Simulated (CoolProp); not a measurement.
Vapour-liquid equilibrium of R152A (1) + isobutene (2) at 0.675 MPa; x and y are mole fractions of (1).

Computed with CoolProp (multi-fluid Helmholtz-energy mixture model, Outcalt 1996 and Lemmon 2005; pair parameters Bell 2016).

```json
[
 {"x": "0.05", "bubble temperature (°C)": "49.0", "y at the bubble point": "0.143", "dew temperature at overall composition x (°C)": "52.3", "liquid density (mol/L)": "9.991"},
 {"x": "0.2", "bubble temperature (°C)": "39.5", "y at the bubble point": "0.401", "dew temperature at overall composition x (°C)": "47.0", "liquid density (mol/L)": "10.48"},
 {"x": "0.35", "bubble temperature (°C)": "34.5", "y at the bubble point": "0.541", "dew temperature at overall composition x (°C)": "41.4", "liquid density (mol/L)": "10.93"},
 {"x": "0.5", "bubble temperature (°C)": "31.6", "y at the bubble point": "0.638", "dew temperature at overall composition x (°C)": "35.9", "liquid density (mol/L)": "11.40"},
 {"x": "0.65", "bubble temperature (°C)": "29.8", "y at the bubble point": "0.723", "dew temperature at overall composition x (°C)": "31.3", "liquid density (mol/L)": "11.92"},
 {"x": "0.8", "bubble temperature (°C)": "28.9", "y at the bubble point": "0.817", "dew temperature at overall composition x (°C)": "29.0", "liquid density (mol/L)": "12.53"},
 {"x": "0.95", "bubble temperature (°C)": "28.9", "y at the bubble point": "0.944", "dew temperature at overall composition x (°C)": "28.9", "liquid density (mol/L)": "13.21"}
]
```

y crosses x between x = 0.8 and 0.95: the model has an azeotrope there.

The pair parameters rest on a limited set of measurements; away from them the model extrapolates.
